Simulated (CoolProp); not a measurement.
Saturated liquid density (kg/m³) of n-butane: the reference equation beside estimates from Tc = 425.1 K, pc = 37.96 bar, ω = 0.201. Rackett uses Z = 0.29056 − 0.08775 ω.

Model: reference Helmholtz-energy equation of state, Bücker 2006, in CoolProp.

```csv
T (K),reference,Rackett,van der Waals
339.4,520.5,520.2,322.3
344.8,512.8,512.4,317.3
350.3,504.7,504.1,312.1
355.7,496.5,495.8,306.7
361.2,487.7,486.9,301.0
366.7,478.5,477.7,295.0
372.1,469.0,468.1,288.8
377.6,458.8,457.9,282.2
383,448.2,447.3,275.3
388.5,436.5,435.7,267.9
394,423.8,423.1,259.8
```

Absolute difference from the reference over all 11 rows, mean and median: Rackett 0.2 and 0.2 %, van der Waals 38.4 and 38.3 %.
